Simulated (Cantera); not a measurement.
Charge: 1 mol Si2H6, 2.3 mol CO2, 21 mol N2, held at 0.100 bar.

Equilibrium computed with Cantera from the NASA thermochemical tables; the gas is ideal and each condensed phase is pure. Candidate condensed phases: C, C6H6, C7H8, C8H18, H2O, Si, SiC, SiO2, Si2N2O, Si3N4; 151 gas species. The feed counts by its element totals alone. N2 is the only nitrogen source here; it is nearly inert below about 1500 K, so the nitride shown seldom forms there in practice. Mutual solubility and eutectic melting of coexisting phases are not modelled. The tables hold silica as quartz up to 1696 K and as liquid above; real silica turns to tridymite and cristobalite and melts near 1996 K. Equilibrium is a limit: real reactors are often held back by kinetics, nucleation or transport.

Q: Which condensed phases are stable at each of these points (T (°C)): 227, 427, 627, 827, 1027, 1227, 1427, 1627?

A: 
```csv
T (°C),condensed phases,Si condensed (%)
227,C(graphite) + SiO2(α-quartz),100.0
427,C(graphite) + SiO2(α-quartz),100.0
627,C(graphite) + SiO2(β-quartz),100.0
827,C(graphite) + SiO2(β-quartz),100.0
1027,SiO2(β-quartz) + Si2N2O(s),100.0
1227,SiO2(β-quartz) + Si2N2O(s),99.9
1427,SiO2(condensed) + Si2N2O(s),92.5
1627,SiO2(condensed),14.6
```

From 227 °C to 427 °C the condensed part is C(graphite) + SiO2(α-quartz). From 627 °C to 827 °C the condensed part is C(graphite) + SiO2(β-quartz). From 1027 °C to 1227 °C the condensed part is SiO2(β-quartz) + Si2N2O(s). At 1427 °C the condensed part is SiO2(condensed) + Si2N2O(s). At 1627 °C the condensed part is SiO2(condensed).
